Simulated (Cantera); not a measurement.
An isothermal, constant-pressure homogeneous reactor starts with N₂O : H₂O = 1 : 0.0088 (molar parts), at 1523 K and 0.0898 atm. Integrator tolerance rtol = 1e-08.

Cantera simulation using GRI-Mech 3.0 (53 species, 325 reactions); the numbers are that mechanism's predictions, not measurements. GRI-Mech 3.0 was tuned for natural gas; its chemistry of N2O as a main component is partial and can be far from experiment. The temperature is held fixed by assumption; the heat of reaction is taken as removed at once.

**Question.** What does this change do: temperature 1523 to 1023 K?

**Answer.** 
```
quantity                                              before                                     after
-----------------  -----------------------------------------  ----------------------------------------
x(N₂O) at 2.00 s     4.34e-5 (gas-phase equilibrium 2.66e-8)     0.988 (gas-phase equilibrium 1.03e-9)
x(H₂O) at 2.00 s     0.00581 (gas-phase equilibrium 0.00581)   0.00871 (gas-phase equilibrium 0.00583)
x(H) at 2.00 s       2.49e-8 (gas-phase equilibrium 2.27e-8)   1.26e-11 (gas-phase equilibrium <1e-12)
x(NO) at 2.00 s        0.150 (gas-phase equilibrium 0.00158)   6.61e-5 (gas-phase equilibrium 4.64e-5)
x(O) at 2.00 s       9.51e-6 (gas-phase equilibrium 1.06e-5)  7.10e-8 (gas-phase equilibrium 5.98e-10)
x(H₂O₂) at 2.00 s  2.14e-10 (gas-phase equilibrium 2.39e-10)  3.05e-9 (gas-phase equilibrium 3.80e-12)
```
The mechanism lacks the step 2 NO + O2 → 2 NO2, which can matter for NO2 below about 1400 K.

**Question.** What does this change do: pressure from 0.0898 atm to 0.0128 atm?

**Answer.** 
```json
[
 {"quantity": "x(N₂O) at 2.00 s", "before": "4.34e-5 (gas-phase equilibrium 2.66e-8)", "after": "0.0927 (gas-phase equilibrium 1.01e-8)"},
 {"quantity": "x(H₂O) at 2.00 s", "before": "0.00581 (gas-phase equilibrium 0.00581)", "after": "0.00604 (gas-phase equilibrium 0.00579)"},
 {"quantity": "x(H) at 2.00 s", "before": "2.49e-8 (gas-phase equilibrium 2.27e-8)", "after": "4.59e-7 (gas-phase equilibrium 9.74e-8)"},
 {"quantity": "x(NO) at 2.00 s", "before": "0.150 (gas-phase equilibrium 0.00158)", "after": "0.141 (gas-phase equilibrium 0.00158)"},
 {"quantity": "x(O) at 2.00 s", "before": "9.51e-6 (gas-phase equilibrium 1.06e-5)", "after": "7.94e-5 (gas-phase equilibrium 2.80e-5)"},
 {"quantity": "x(H₂O₂) at 2.00 s", "before": "2.14e-10 (gas-phase equilibrium 2.39e-10)", "after": "2.52e-10 (gas-phase equilibrium 9.00e-11)"}
]
```
Radical loss at walls, strong at low pressure, is not modelled.

**Question.** What does this change do: temperature 1523 to 1125 K?

**Answer.** 
```tsv
quantity	before	after
x(N₂O) at 2.00 s	4.34e-5 (gas-phase equilibrium 2.66e-8)	0.954 (gas-phase equilibrium 2.51e-9)
x(H₂O) at 2.00 s	0.00581 (gas-phase equilibrium 0.00581)	0.00861 (gas-phase equilibrium 0.00583)
x(H) at 2.00 s	2.49e-8 (gas-phase equilibrium 2.27e-8)	1.99e-10 (gas-phase equilibrium 1.34e-12)
x(NO) at 2.00 s	0.150 (gas-phase equilibrium 0.00158)	0.00157 (gas-phase equilibrium 0.000123)
x(O) at 2.00 s	9.51e-6 (gas-phase equilibrium 1.06e-5)	4.99e-7 (gas-phase equilibrium 8.86e-9)
x(H₂O₂) at 2.00 s	2.14e-10 (gas-phase equilibrium 2.39e-10)	1.30e-9 (gas-phase equilibrium 1.19e-11)
```
The mechanism lacks the step 2 NO + O2 → 2 NO2, which can matter for NO2 below about 1400 K.
